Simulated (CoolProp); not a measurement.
Properties of the fluoroketone C6F12O (FK-5-1-12) along the isobar 101 bar.

Model: reference Helmholtz-energy equation of state, McLinden 2015, in CoolProp.

| T (K) | phase | Z | cp (kJ/(kg K)) | cv (kJ/(kg K)) | speed of sound (m/s) | isothermal compressibility (1/MPa) | expansivity (1/kK) |
|---|---|---|---|---|---|---|---|
| 439.8 | liquid | 0.7046 | 1.205 | 1.006 | 280.7 | 0.01227 | 2.626 |
| 444.9 | supercritical | 0.7060 | 1.211 | 1.011 | 273.0 | 0.01315 | 2.689 |
| 449.9 | supercritical | 0.7077 | 1.217 | 1.016 | 265.6 | 0.01408 | 2.752 |
| 454.9 | supercritical | 0.7098 | 1.222 | 1.021 | 258.4 | 0.01508 | 2.816 |
| 459.9 | supercritical | 0.7121 | 1.228 | 1.026 | 251.5 | 0.01614 | 2.882 |
| 464.9 | supercritical | 0.7148 | 1.233 | 1.031 | 244.8 | 0.01728 | 2.948 |
| 469.9 | supercritical | 0.7178 | 1.239 | 1.036 | 238.3 | 0.01850 | 3.014 |
| 474.9 | supercritical | 0.7212 | 1.244 | 1.041 | 232.1 | 0.01980 | 3.080 |
| 479.9 | supercritical | 0.7248 | 1.249 | 1.046 | 226.1 | 0.02117 | 3.145 |
| 485 | supercritical | 0.7289 | 1.254 | 1.050 | 220.3 | 0.02264 | 3.209 |
| 490 | supercritical | 0.7333 | 1.258 | 1.055 | 214.9 | 0.02416 | 3.270 |
| 495 | supercritical | 0.7379 | 1.262 | 1.060 | 209.8 | 0.02575 | 3.327 |
| 500 | supercritical | 0.7429 | 1.266 | 1.065 | 204.9 | 0.02740 | 3.380 |
